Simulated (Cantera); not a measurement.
A closed system holds: 1 mol NF3, 1.1 mol H2O, equilibrated at 0.220 bar.

Cantera equilibrium calculation (NASA polynomials, part measured and part estimated; ideal gas, pure solids and liquids). Candidate condensed phases: H2O; 40 gas species. Kinetics and transport are ignored. All values below are at 2625 K.

Base state: HF 0.538, F 0.196, O2 0.121, N2 0.118, O 0.0193, NO 0.00831, OH 0.000234, H 6.41e-5 (mole fractions); condensed: gas only.

Problem. What changes in the equilibrium state with this change: H2O from 1.1 to 2.2 mol?

Solution. 
| species | before | after |
|---|---|---|
| HF | 0.538 | 0.588 |
| O2 | 0.121 | 0.131 |
| H2O | 7.70e-6 | 0.113 |
| F | 0.196 | 0.00181 |
| OH | 0.000234 | 0.0290 |
| N2 | 0.118 | 0.0944 |
| O | 0.0193 | 0.0201 |
| H2 | 5.01e-7 | 0.00705 |
| HO2 | 7.75e-8 | 1.00e-5 |
| H | 6.41e-5 | 0.00760 |
